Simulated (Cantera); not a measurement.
What does this Cantera script print?

```python
import numpy as np
import cantera as ct

gas_names = """
    SiF4 F2 SiF2 F N NF3
""".split()
cond_names = """
    Si(cr) Si(L)
""".split()


# ... load() reads the species with a 1 bar reference pressure and builds the phases ...
species = {s.name: s for s in load("nasa_gas.yaml", gas_names) + load("nasa_condensed.yaml", cond_names)}
# Each term lists the table entries of one substance; the one whose range holds T is used.
reactions = {
    'SiF4(g) = F2(g) + SiF2(g)':
        [(-1, ['SiF4']), (1, ['F2']), (1, ['SiF2'])],
    'SiF2(g) + 2 F(g) = SiF4(g)':
        [(-1, ['SiF2']), (-2, ['F']), (1, ['SiF4'])],
    'SiF4(g) = Si + 4 F(g)':
        [(-1, ['SiF4']), (1, ['Si(cr)', 'Si(L)']), (4, ['F'])],
    '3 SiF4(g) + 2 N(g) = 3 SiF2(g) + 2 NF3(g)':
        [(-3, ['SiF4']), (-2, ['N']), (3, ['SiF2']), (2, ['NF3'])],
}


def pick(names, T):
    return next(species[n] for n in names if species[n].thermo.min_temp <= T <= species[n].thermo.max_temp)


results = []
for label, terms in reactions.items():
    print(label)
    print("     T/K   dH/kJ  dS/(J/K)   dG/kJ   log10 K")
    for T in [1425, 1450, 1475, 1500, 1525]:
        used = [(nu, pick(names, T)) for nu, names in terms]
        dH = sum(nu * s.thermo.h(T) for nu, s in used) / 1e6
        dS = sum(nu * s.thermo.s(T) for nu, s in used) / 1e3
        dG = dH - T * dS / 1e3
        logK = -dG * 1e6 / (ct.gas_constant * T * np.log(10))
        results.append((label, T, dH, dS, dG, logK, [s.name for _, s in used]))
        print(f"{T:8g} {dH:8.1f} {dS:8.1f} {dG:8.1f} {logK:8.2f}")
```

It prints:

```
SiF4(g) = F2(g) + SiF2(g)
     T/K   dH/kJ  dS/(J/K)   dG/kJ   log10 K
    1425   1019.1    167.7    780.1   -28.60
    1450   1018.9    167.5    775.9   -27.95
    1475   1018.6    167.4    771.7   -27.33
    1500   1018.4    167.2    767.6   -26.73
    1525   1018.1    167.0    763.4   -26.15
SiF2(g) + 2 F(g) = SiF4(g)
     T/K   dH/kJ  dS/(J/K)   dG/kJ   log10 K
    1425  -1185.8   -295.5   -764.7    28.03
    1450  -1185.7   -295.4   -757.3    27.28
    1475  -1185.6   -295.3   -749.9    26.56
    1500  -1185.4   -295.2   -742.5    25.86
    1525  -1185.2   -295.1   -735.2    25.18
SiF4(g) = Si + 4 F(g)
     T/K   dH/kJ  dS/(J/K)   dG/kJ   log10 K
    1425   1949.0    399.7   1379.3   -50.56
    1450   1949.1    399.9   1369.4   -49.33
    1475   1949.3    400.0   1359.4   -48.14
    1500   1949.5    400.1   1349.4   -46.99
    1525   1949.7    400.2   1339.3   -45.87
3 SiF4(g) + 2 N(g) = 3 SiF2(g) + 2 NF3(g)
     T/K   dH/kJ  dS/(J/K)   dG/kJ   log10 K
    1425   1850.0    104.6   1701.0   -62.35
    1450   1849.5    104.2   1698.4   -61.18
    1475   1849.1    103.9   1695.8   -60.05
    1500   1848.6    103.6   1693.2   -58.96
    1525   1848.2    103.3   1690.6   -57.91
```

Source: NASA polynomial tables (part measured, part estimated), evaluated in Cantera. The tables' values for SiF2 are old estimates. Condensed species are held in their standard states even where they would react or evaporate.
